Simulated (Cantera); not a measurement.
A Cantera script and what it prints.

```python
import numpy as np
import cantera as ct

gas_names = """
    H HNO HNO2 HNO3 HO2 H2 H2O H2O2 N NH NH2 NH3 NH2OH NO NO2 NO3 N2 N2H2 N2H4 N2O O OH O2 O3 V VN VO
    VO2
""".split()
cond_names = """
    H2O(s) H2O(L) V(cr) V(L) VN(s) VO(s) VO(L) V2O3(s) V2O3(L) V2O4(I) V2O4(II) V2O4(L) V2O5(s) V2O5(L)
""".split()


# ... load() reads the species with a 1 bar reference pressure and builds the phases ...
atoms = {
    'V2O3': {'V': 2, 'O': 3},
    'H2': {'H': 2},
    'N2': {'N': 2},
}
top_T = {'VN(s)': 2300}  # K; cautious upper limits of use, not melting points


# ... equilibrate(T, P, feed) seeds the gas with the atoms and calls Mixture.equilibrate('TP', solver="gibbs", rtol=1e-10, max_steps=50000) ...
results = []
T = 798  # K
P = 4000  # Pa
for m in [0.35, 0.68, 1.3, 2.6, 5, 9.6, 19, 36, 70, 140, 260, 510]:
    feed = {'V2O3': 1, 'H2': m, 'N2': 8.9}  # mol
    mix = equilibrate(T, P, feed)
    results.append((T, P, feed, dict(zip(mix.species_names, mix.species_moles))))

top = {s: max(r[3][s] / sum(r[3][g] for g in gas_names) for r in results) for s in gas_names}
cols = sorted((s for s in top if top[s] > 0.0001), key=lambda s: -top[s])[:8]
seen = [c for c in cond_names if any(r[3].get(c, 0) > 1e-12 for r in results)]
print("log10 of partial pressures in bar; condensed amounts in mol")
print(f"{'n(H2)':>10s}" + "".join(f"{s[:9]:>10s}" for s in cols + seen))
for T, P, feed, n in results:
    ng = sum(n[g] for g in gas_names)
    print(f"{feed['H2']:10.4g}" + "".join(f"{np.log10(max(n[s] / ng * P / 1e5, 1e-99)):10.3f}" for s in cols)
          + "".join(f"{n.get(c, 0):10.4g}" for c in seen))
```

Output:

```
log10 of partial pressures in bar; condensed amounts in mol
     n(H2)        H2        N2       H2O     VN(s)   V2O3(s)
      0.35    -2.821    -1.415    -5.561 0.0004231    0.9998
      0.68    -2.548    -1.430    -5.293 0.0008126    0.9996
       1.3    -2.293    -1.457    -5.048  0.001521    0.9992
       2.6    -2.044    -1.509    -4.817  0.002924    0.9985
         5    -1.843    -1.592    -4.642  0.005278    0.9974
       9.6    -1.683    -1.716    -4.524  0.009214    0.9954
        19    -1.565    -1.894    -4.466    0.0159     0.992
        36    -1.494    -2.101    -4.464   0.02571    0.9871
        70    -1.450    -2.347    -4.502   0.04143    0.9793
       140    -1.425    -2.623    -4.568   0.06702    0.9665
       260    -1.413    -2.881    -4.642    0.1022    0.9489
       510    -1.406    -3.168    -4.731    0.1608    0.9196
```

These are equilibrium values from Cantera (NASA tables, ideal gas, pure condensed phases), not measurements of a reactor. VN: taken at fixed stoichiometry. Condensed phases not in the tables: the oxides between V2O3 and V2O5 other than VO2, V2N.
